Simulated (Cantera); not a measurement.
What does this Cantera script print?

```python
import numpy as np
import cantera as ct

gas_names = """
    H HO2 H2 H2O H2O2 K KH KO KOH K2 K2O2H2 O OH O2 O3
""".split()
cond_names = """
    H2O(s) H2O(L) K(cr) K(L) KOH(a) KOH(b) KOH(L) KO2(s) K2O(s) K2O2(s)
""".split()


# ... load() reads the species with a 1 bar reference pressure and builds the phases ...
atoms = {
    'KOH': {'K': 1, 'O': 1, 'H': 1},
    'H2': {'H': 2},
}
top_T = {'KO2(s)': 780, 'K2O(s)': 1000, 'K2O2(s)': 760}  # K; cautious upper limits of use, not melting points


# ... equilibrate(T, P, feed) seeds the gas with the atoms and calls Mixture.equilibrate('TP', solver="vcs", rtol=1e-11, max_steps=5000) ...
results = []
feed = {'KOH': 1, 'H2': 1.2}  # mol
T = 2050  # K
for P in [10, 42, 180, 750, 3200, 13000, 56000, 240000, 1000000]:
    mix = equilibrate(T, P, feed)
    results.append((T, P, feed, dict(zip(mix.species_names, mix.species_moles))))
    x = sorted(zip(gas.X, gas.species_names), reverse=True)
    print(f"T = {T:g} K  P = {P:g} Pa  gas = {mix.phase_moles(0):.4g} mol")
    print("   x: " + "  ".join(f"{s} {v:.3e}" for v, s in x if v > 1e-06))
    print("   condensed (mol): " + ("  ".join(f"{mix.phase(i).name} {mix.phase_moles(i):.4g}"
          for i in range(1, mix.n_phases) if mix.phase_moles(i) > 1e-12) or "none"))
```

Output:

```
T = 2050 K  P = 10 Pa  gas = 2.9 mol
   x: K 3.421e-01  H2O 3.118e-01  H2 2.123e-01  H 1.045e-01  OH 1.678e-02  O 5.962e-03  O2 3.754e-03  KOH 2.676e-03  KO 3.190e-05  KH 6.893e-06
   condensed (mol): none
T = 2050 K  P = 42 Pa  gas = 2.785 mol
   x: K 3.532e-01  H2O 3.415e-01  H2 2.349e-01  H 5.365e-02  OH 8.523e-03  KOH 5.894e-03  O 1.405e-03  O2 8.754e-04  KO 3.259e-05  KH 1.534e-05
   condensed (mol): none
T = 2050 K  P = 180 Pa  gas = 2.727 mol
   x: K 3.545e-01  H2O 3.498e-01  H2 2.521e-01  H 2.685e-02  KOH 1.211e-02  OH 4.072e-03  O 3.130e-04  O2 1.862e-04  KH 3.302e-05  KO 3.124e-05
   condensed (mol): none
T = 2050 K  P = 750 Pa  gas = 2.689 mol
   x: K 3.483e-01  H2O 3.463e-01  H2 2.663e-01  KOH 2.340e-02  H 1.352e-02  OH 1.921e-03  O 7.038e-05  KH 6.807e-05  O2 3.923e-05  KO 2.876e-05  K2 2.465e-06
   condensed (mol): none
T = 2050 K  P = 3200 Pa  gas = 2.653 mol
   x: K 3.336e-01  H2O 3.329e-01  H2 2.825e-01  KOH 4.320e-02  H 6.741e-03  OH 8.679e-04  KH 1.387e-04  KO 2.495e-05  O 1.494e-05  K2 9.647e-06  O2 7.548e-06
   condensed (mol): none
T = 2050 K  P = 13000 Pa  gas = 2.61 mol
   x: K 3.101e-01  H2O 3.100e-01  H2 3.030e-01  KOH 7.278e-02  H 3.463e-03  OH 3.873e-04  KH 2.691e-04  K2 3.386e-05  KO 2.014e-05  O 3.195e-06  O2 1.401e-06
   condensed (mol): none
T = 2050 K  P = 56000 Pa  gas = 2.555 mol
   x: H2 3.303e-01  H2O 2.765e-01  K 2.759e-01  KOH 1.148e-01  H 1.742e-03  KH 5.188e-04  OH 1.594e-04  K2 1.154e-04  KO 1.466e-05  K2O2H2 5.941e-06
   condensed (mol): none
T = 2050 K  P = 240000 Pa  gas = 2.493 mol
   x: H2 3.623e-01  H2O 2.361e-01  K 2.345e-01  KOH 1.647e-01  KH 9.562e-04  H 8.814e-04  K2 3.576e-04  OH 6.278e-05  K2O2H2 5.246e-05  KO 9.705e-06
   condensed (mol): none
T = 2050 K  P = 1e+06 Pa  gas = 2.432 mol
   x: H2 3.952e-01  KOH 2.159e-01  H2O 1.945e-01  K 1.909e-01  KH 1.659e-03  K2 9.873e-04  H 4.510e-04  K2O2H2 3.755e-04  OH 2.426e-05  KO 5.967e-06
   condensed (mol): none
```

Method: chemical equilibrium by Gibbs-energy minimisation in Cantera with the NASA 1993 tables (ideal gas, pure condensed phases).
